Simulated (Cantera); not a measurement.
A closed system holds: 1 mol CH3F, 0.87 mol F2, equilibrated at 1027 °C and 0.0113 Torr.

Method: chemical equilibrium by Gibbs-energy minimisation in Cantera with the NASA 1993 tables (ideal gas, pure condensed phases). Candidate condensed phases: C, C6H6, C7H8, C8H18; 95 gas species. Kinetics and transport are ignored.

What is the equilibrium state?

x(HF): 0.955
x(H2): 0.0453
x(H): 6.08e-5
n(C(graphite)): 1.00 mol
gas amount: 2.870 mol
